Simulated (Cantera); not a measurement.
A Cantera script and what it prints.

```python
import numpy as np
import cantera as ct

gas_names = """
    CL CL2 H HCL H2 Mg MgCL MgCL2 MgH Mg2
""".split()
cond_names = """
    Mg(cr) Mg(L) MgCL2(s) MgCL2(L)
""".split()


# ... load() reads the species with a 1 bar reference pressure and builds the phases ...
atoms = {
    'MgCl2': {'Mg': 1, 'CL': 2},
    'H2': {'H': 2},
}
top_T = {}  # K; cautious upper limits of use, not melting points


# ... equilibrate(T, P, feed) seeds the gas with the atoms and calls Mixture.equilibrate('TP', solver="vcs", rtol=1e-11, max_steps=5000) ...
results = []
T = 1575  # K
P = 133.322  # Pa
for m in [3.4, 5, 7.3, 11, 16, 23, 34, 49, 72, 110, 150, 230]:
    feed = {'MgCl2': 1, 'H2': m}  # mol
    mix = equilibrate(T, P, feed)
    results.append((T, P, feed, dict(zip(mix.species_names, mix.species_moles))))
    x = sorted(zip(gas.X, gas.species_names), reverse=True)
    print(f"T = {T:g} K  P = {P:g} Pa  n(H2) = {m:g} mol  gas = {mix.phase_moles(0):.4g} mol")
    print("   x: " + "  ".join(f"{s} {v:.3e}" for v, s in x if v > 0.001))
    print("   condensed (mol): " + ("  ".join(f"{mix.phase(i).name} {mix.phase_moles(i):.4g}"
          for i in range(1, mix.n_phases) if mix.phase_moles(i) > 1e-12) or "none"))
```

Output:

```
T = 1575 K  P = 133.322 Pa  n(H2) = 3.4 mol  gas = 4.521 mol
   x: H2 7.253e-01  MgCL2 1.943e-01  HCL 5.245e-02  Mg 2.558e-02  MgCL 1.330e-03
   condensed (mol): none
T = 1575 K  P = 133.322 Pa  n(H2) = 5 mol  gas = 6.151 mol
   x: H2 7.883e-01  MgCL2 1.380e-01  HCL 4.807e-02  Mg 2.351e-02  MgCL 1.075e-03  H 1.011e-03
   condensed (mol): none
T = 1575 K  P = 133.322 Pa  n(H2) = 7.3 mol  gas = 8.489 mol
   x: H2 8.377e-01  MgCL2 9.567e-02  HCL 4.338e-02  Mg 2.128e-02  H 1.042e-03
   condensed (mol): none
T = 1575 K  P = 133.322 Pa  n(H2) = 11 mol  gas = 12.24 mol
   x: H2 8.790e-01  MgCL2 6.227e-02  HCL 3.816e-02  Mg 1.877e-02  H 1.067e-03
   condensed (mol): none
T = 1575 K  P = 133.322 Pa  n(H2) = 16 mol  gas = 17.3 mol
   x: H2 9.076e-01  MgCL2 4.081e-02  HCL 3.348e-02  Mg 1.650e-02  H 1.084e-03
   condensed (mol): none
T = 1575 K  P = 133.322 Pa  n(H2) = 23 mol  gas = 24.37 mol
   x: H2 9.287e-01  HCL 2.911e-02  MgCL2 2.628e-02  Mg 1.438e-02  H 1.097e-03
   condensed (mol): none
T = 1575 K  P = 133.322 Pa  n(H2) = 34 mol  gas = 35.46 mol
   x: H2 9.460e-01  HCL 2.467e-02  MgCL2 1.573e-02  Mg 1.221e-02  H 1.107e-03
   condensed (mol): none
T = 1575 K  P = 133.322 Pa  n(H2) = 49 mol  gas = 50.55 mol
   x: H2 9.583e-01  HCL 2.078e-02  Mg 1.030e-02  MgCL2 9.291e-03  H 1.114e-03
   condensed (mol): none
T = 1575 K  P = 133.322 Pa  n(H2) = 72 mol  gas = 73.67 mol
   x: H2 9.683e-01  HCL 1.697e-02  Mg 8.429e-03  MgCL2 5.020e-03  H 1.120e-03
   condensed (mol): none
T = 1575 K  P = 133.322 Pa  n(H2) = 110 mol  gas = 111.8 mol
   x: H2 9.768e-01  HCL 1.316e-02  Mg 6.545e-03  MgCL2 2.323e-03  H 1.125e-03
   condensed (mol): none
T = 1575 K  P = 133.322 Pa  n(H2) = 150 mol  gas = 151.9 mol
   x: H2 9.816e-01  HCL 1.065e-02  Mg 5.305e-03  MgCL2 1.228e-03  H 1.128e-03
   condensed (mol): none
T = 1575 K  P = 133.322 Pa  n(H2) = 230 mol  gas = 232 mol
   x: H2 9.869e-01  HCL 7.674e-03  Mg 3.826e-03  H 1.131e-03
   condensed (mol): none
```

Equilibrium computed with Cantera from the NASA thermochemical tables; the gas is ideal and each condensed phase is pure.
